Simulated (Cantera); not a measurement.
Charge: 1 mol Al, 18 mol HBr, at 1.00 bar.

These are equilibrium values from Cantera (NASA tables, ideal gas, pure condensed phases), not measurements of a reactor. Candidate condensed phases: Al, AlBr3, Br2; 11 gas species. Rates play no part. All values below are at 1350 K.

Base state: HBr 0.855, H2 0.0864, AlBr3 0.0571, Br 0.00131, Br2 0.000112 (mole fractions); condensed: gas only.

Task: What changes in the equilibrium state with this change: HBr from 18 to 3.8 mol?

Result: 
```tsv
species	before	after
H2	0.0864	0.455
AlBr3	0.0571	0.303
HBr	0.855	0.242
Br2	0.000112	1.71e-6
Al2Br6	5.44e-6	0.000153
Br	0.00131	0.000162
```
